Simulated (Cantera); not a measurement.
A perfectly stirred reactor is fed with CH₄ : H₂ : H = 0.024 : 1 : 0.028 (molar parts), at 3800 Pa; it is held at 1600 K, and followed from long to short residence time.

Cantera simulation using GRI-Mech 3.0 (53 species, 325 reactions); the numbers are that mechanism's predictions, not measurements. GRI-Mech 3.0 stops at C3 and has no aromatics, soot or wall deposition, so with more carbon than oxygen in the feed, carbon stays in small species such as C2H2 where larger ones or solid carbon would form. Radical loss at walls, strong at low pressure, is not modelled.

x: mole fraction; the columns are a selection and need not sum to one.

| τ (s) | x CH₄ | x H₂ | x H | x C₂H₆ | x C₂H₂ | x C₂H₄ |
|---|---|---|---|---|---|---|
| 4.2 | 0.0105 | 0.983 | 0.000437 | 5.20e-7 | 0.00608 | 3.33e-5 |
| 1.4 | 0.0123 | 0.982 | 0.000607 | 1.06e-6 | 0.00517 | 3.68e-5 |
| 0.48 | 0.0136 | 0.981 | (withheld) | (withheld) | (withheld) | (withheld) |
| 0.16 | 0.0147 | 0.980 | (withheld) | (withheld) | (withheld) | (withheld) |
| 0.056 | 0.0157 | 0.978 | 0.00218 | 6.60e-6 | 0.00318 | 7.72e-5 |
| 0.019 | 0.0164 | 0.976 | 0.00343 | 1.11e-5 | 0.00255 | 0.000102 |
| 0.0065 | 0.0168 | 0.974 | 0.00532 | 1.74e-5 | 0.00199 | 0.000132 |
| 0.0022 | 0.0169 | 0.971 | 0.00808 | 2.52e-5 | 0.00146 | 0.000162 |

Q: Some entries are withheld; supply them.

A: 
- 0.48, x H: 0.000903
- 0.48, x C₂H₆: 2.02e-6
- 0.48, x C₂H₂: 0.00448
- 0.48, x C₂H₄: 4.48e-5
- 0.16, x H: 0.00141
- 0.16, x C₂H₆: 3.78e-6
- 0.16, x C₂H₂: 0.00381
- 0.16, x C₂H₄: 5.85e-5
